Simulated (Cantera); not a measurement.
**Low-pressure radical oxidation in H2/O2**

A perfectly stirred reactor is fed with H2 : O2 = 0.12 : 1 (molar parts), equivalence ratio 0.060, at 1800 Pa; it is held at 1075 K, and followed from long to short residence time.

Detailed kinetics in Cantera: the H2/O2 subset of GRI-Mech 3.0, which has no nitrogen chemistry. Radical loss at walls, strong at low pressure, is not modelled. The temperature is held fixed by assumption; the heat of reaction is taken as removed at once.

```tsv
τ (s)	x H2	x O2	x O	x H2O	x HO2
3.3	0.000219	0.886	0.000623	0.113	3.16e-6
1.2	0.000404	0.885	0.00120	0.112	4.57e-6
0.46	0.000714	0.884	0.00221	0.112	6.15e-6
0.18	0.00124	0.882	0.00392	0.110	7.83e-6
0.066	0.00221	0.878	0.00704	0.108	9.57e-6
0.025	0.00386	0.872	0.0118	0.104	1.09e-5
0.0095	0.00675	0.864	0.0180	0.0965	1.17e-5
0.0036	0.0120	0.855	0.0236	0.0851	1.17e-5
0.0014	0.0219	0.851	0.0248	0.0704	1.12e-5
0.00051	0.0432	0.858	0.0195	0.0492	9.87e-6
0.00019	0.0818	0.878	0.00816	0.0187	7.37e-6
```
x: mole fraction; the columns are a selection and need not sum to one.
